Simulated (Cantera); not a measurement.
## Moist CO burnout

An isothermal, constant-pressure homogeneous reactor starts with 0.420 % CO, 1.86 % O2, 0.0391 % H2O, 97.7 % N2, equivalence ratio 0.11, at 1498 K and 470000 Pa.

Model: GRI-Mech 3.0 (53 species, 325 reactions), integrated in Cantera.

```
t (s)         x CO    x O2     x H2O     x N2O    x NO2       x O
--------  --------  ------  --------  --------  -------  --------
2.00e-6    0.00420  0.0186  0.000391    <1e-12   <1e-12   1.56e-9
7.67e-6    0.00420  0.0186  0.000391    <1e-12   <1e-12   5.96e-9
2.94e-5    0.00420  0.0186  0.000391  9.09e-12   <1e-12   2.28e-8
0.000113   0.00420  0.0186  0.000391  1.35e-10   <1e-12   1.01e-7
0.000434   0.00420  0.0186  0.000390   5.83e-9   <1e-12   2.21e-6
0.00166    0.00278  0.0177  0.000362   3.11e-6  5.77e-9  0.000228
0.00638   0.000446  0.0167  0.000380   5.88e-6  7.44e-8   4.59e-5
0.0245     2.73e-5  0.0165  0.000388   2.24e-6  9.39e-8   4.98e-6
0.0940     8.10e-7  0.0165  0.000390   1.55e-7  2.79e-8   5.39e-7
0.361      7.43e-8  0.0165  0.000391   5.67e-8  1.45e-8   2.36e-7
1.38       7.22e-8  0.0165  0.000391   5.63e-8  1.45e-8   2.35e-7
5.31       7.22e-8  0.0165  0.000391   5.63e-8  1.49e-8   2.35e-7
20.4       7.22e-8  0.0165  0.000391   5.63e-8  1.64e-8   2.35e-7
78.2       7.22e-8  0.0165  0.000391   5.63e-8  2.22e-8   2.35e-7
300        7.22e-8  0.0165  0.000391   5.63e-8  4.41e-8   2.35e-7
```
x: mole fraction; the columns are a selection and need not sum to one.

Equilibrium at this temperature and pressure: CO 7.27e-8, O2 0.0163, H2O 0.000391, N2O 5.61e-8, NO2 1.23e-6, O 2.34e-7 (gas phase only).
